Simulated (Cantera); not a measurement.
Input: 1 mol SiC, 0.017 mol N2O, 4.2 mol N2, at 0.130 Pa.

Equilibrium computed with Cantera from the NASA thermochemical tables; the gas is ideal and each condensed phase is pure. Candidate condensed phases: C, Si, SiC, SiO2, Si2N2O, Si3N4; 34 gas species. The numbers say what is thermodynamically allowed, not how fast it happens. All values below are at 1025 °C.

Base state: N2 0.996, CO 0.00201, SiO 0.00201 (mole fractions); condensed: SiC(s).

Q: What changes in the equilibrium state with this change: N2O from 0.017 to 0.15 mol?

A: 
```tsv
species	before	after
N2	0.996	0.971
CO	0.00201	0.0189
SiO	0.00201	0.0104
SiC(s), mol	0.991	0.916
Si2N2O(s), mol	0	0.0189
```
Mutual solubility and eutectic melting of coexisting phases are not modelled.
